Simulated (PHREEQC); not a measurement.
A PHREEQC speciation (ion-association model, phreeqc.dat) at 74 °C gives pH 1.54 and these molalities:

```json
[
 {"species": "H+", "mol/kgw": "0.0353"},
 {"species": "BF4-", "mol/kgw": "0.0330"},
 {"species": "Cl-", "mol/kgw": "0.0305"},
 {"species": "HF", "mol/kgw": "0.0222"},
 {"species": "Cu+2", "mol/kgw": "0.0135"},
 {"species": "H3BO3", "mol/kgw": "0.00526"},
 {"species": "CuCl+", "mol/kgw": "0.00342"},
 {"species": "BF3OH-", "mol/kgw": "0.00148"},
 {"species": "BF2(OH)2-", "mol/kgw": "0.000501"},
 {"species": "F-", "mol/kgw": "0.000262"},
 {"species": "CuCl2", "mol/kgw": "5.08e-5"},
 {"species": "CuF+", "mol/kgw": "3.67e-5"},
 {"species": "HF2-", "mol/kgw": "2.53e-5"},
 {"species": "BF(OH)3-", "mol/kgw": "8.52e-7"}
]
```

Problem. What are the element totals, and what could have been dissolved in 1 kg of water to give them?

Solution. This is not unique; one that fits is totals B 0.0402, Cl 0.0340, Cu(2) 0.0170, F 0.160 mol/kgw, from 0.017 mol CuCl2, 0.04 mol HBF4 and 0.00023 mol H3BO3 per kg of water.

Precipitation was switched off in this run. Species that the database lacks are ignored. Away from 25 °C the constants follow the database's enthalpies or fits; those with neither stay at their 25 °C values. Real BF4- forms and hydrolyses slowly; the run takes it at equilibrium.
